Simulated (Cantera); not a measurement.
Feed: 1 mol CF₄, 2.2 mol H₂, equilibrated at 3275 K and 0.720 Torr.

Cantera equilibrium calculation (NASA polynomials, part measured and part estimated; ideal gas, pure solids and liquids). Candidate condensed phases: C, C₆H₆, C₇H₈, C₈H₁₈; 95 gas species. Equilibrium is a limit: real reactors are often held back by kinetics, nucleation or transport.

Base state: H 0.415, F 0.360, HF 0.125, C 0.0718, C₃ 0.00901, CF 0.00869, C₂ 0.00779, H₂ 0.00141 (mole fractions); condensed: gas only.

Problem. What changes in the equilibrium state with this change: CF₄ replaced by CH₂F₂?

Solution. 
```tsv
species	before	after
H	0.415	0.669
F	0.360	0.150
HF	0.125	0.0841
C	0.0718	0.0718
CF₂	2.69e-5	4.68e-6
H₂	0.00141	0.00366
CF	0.00869	0.00362
```
